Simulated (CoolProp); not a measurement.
A closed Brayton cycle with carbon dioxide: compressor inlet 312.15 K and 9.4 MPa, high pressure 18.7 MPa, turbine inlet 780 K, compressor efficiency 0.8, turbine efficiency 0.93, recuperator effectiveness 0.9 (on enthalpy, no pinch check). Each further row changes one setting.

Computed with CoolProp (reference Helmholtz-energy equation of state, Span 1996).

```json
[
 {"case": "as stated", "thermal efficiency (%)": "29.7", "net work (kJ/kg)": "71.9", "compressor to turbine work": "0.20", "compressor exit (K)": "335.9", "turbine exit (K)": "696.9"},
 {"case": "turbine inlet 730 K", "thermal efficiency (%)": "28.4", "net work (kJ/kg)": "65.3", "compressor to turbine work": "0.21", "compressor exit (K)": "335.9", "turbine exit (K)": "650.0"},
 {"case": "compressor inlet 322.15 K", "thermal efficiency (%)": "29.6", "net work (kJ/kg)": "61.1", "compressor to turbine work": "0.32", "compressor exit (K)": "370.1", "turbine exit (K)": "696.9"},
 {"case": "high pressure 15.9 MPa", "thermal efficiency (%)": "26.4", "net work (kJ/kg)": "56.8", "compressor to turbine work": "0.18", "compressor exit (K)": "330.0", "turbine exit (K)": "716.2"},
 {"case": "recuperator effectiveness 0.5", "thermal efficiency (%)": "17.0", "net work (kJ/kg)": "71.9", "compressor to turbine work": "0.20", "compressor exit (K)": "335.9", "turbine exit (K)": "696.9"}
]
```
